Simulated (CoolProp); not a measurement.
Vapour-liquid equilibrium of R113 (1) + n-hexane (2) at 1.88 bar; x and y are mole fractions of (1).

Values from CoolProp's multi-fluid Helmholtz-energy mixture model, Marx 1992 and Thol 2019; pair parameters Bell 2016.

Q: Give the bubble temperature and the first vapour's composition at x = 0.25, 0.45, 0.95. Is there an azeotrope?

A: x = 0.25: 80.5 °C, y = 0.402; x = 0.45: 75.6 °C, y = 0.601; x = 0.95: 68.1 °C, y = 0.964. No azeotrope shows between x = 0.05 and 0.95.

The pair parameters rest on a limited set of measurements; away from them the model extrapolates.
